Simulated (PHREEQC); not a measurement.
AlCl3 is added in steps, without added water, to 1 kg of water holding 58 mmol/kgw HCl, 1.3 mmol/kgw FeSO4 and 3 mmol/kgw Na2SO4, at 20 °C. The system is closed to oxygen. The system is closed to CO2. Only these solids could form: Gibbsite, Halite, Melanterite.

Base run: PHREEQC, ion-association model, phreeqc.dat. Each further column changes one thing. The table gives pH.

| AlCl3 added (mol) | base | HCl from 0.058 to 0.029 mol/kgw | diluted 2-fold with water | HCl left out | no solid may form |
|---|---|---|---|---|---|
| 0 | 1.33 | 1.64 | 1.62 | (withheld) | 1.33 |
| 0.02125 | 1.34 | 1.64 | 1.63 | 3.64 | 1.34 |
| 0.05312 | 1.35 | 1.65 | 1.65 | (withheld) | 1.35 |
| 0.07437 | 1.36 | 1.66 | 1.65 | 3.41 | 1.36 |
| 0.09563 | 1.36 | 1.66 | 1.66 | 3.36 | 1.36 |
| 0.1169 | 1.36 | 1.66 | 1.66 | (withheld) | 1.36 |
| 0.1487 | 1.37 | 1.67 | 1.67 | 3.27 | 1.37 |
| 0.17 | 1.37 | 1.67 | 1.67 | (withheld) | 1.37 |

**Question.** What belongs in the gaps?

**Answer.** 
- 0, HCl left out: 6.45
- 0.05312, HCl left out: 3.48
- 0.1169, HCl left out: 3.32
- 0.17, HCl left out: 3.24

The ionic strength passes 0.7 mol/kgw, the rough limit of the ion-association models, in part of: base; HCl from 0.058 to 0.029 mol/kgw; diluted 2-fold with water; HCl left out; no solid may form.
